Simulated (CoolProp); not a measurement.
Values from CoolProp's reference Helmholtz-energy equation of state, Thol 2019.

Task: Give the vapour pressure (bar), liquid density (kg/m³), liquid cp (kJ/(kg K)), vapour Z of saturated n-hexane at 307.2, 321.4, 335.6 K.

Result: 
| T (K) | p (bar) | liquid density (kg/m³) | liquid cp (kJ/(kg K)) | vapour Z |
|---|---|---|---|---|
| 307.2 | 0.295 | 646 | 2.31 | 0.980 |
| 321.4 | 0.508 | 633 | 2.37 | 0.970 |
| 335.6 | 0.829 | 620 | 2.44 | 0.958 |
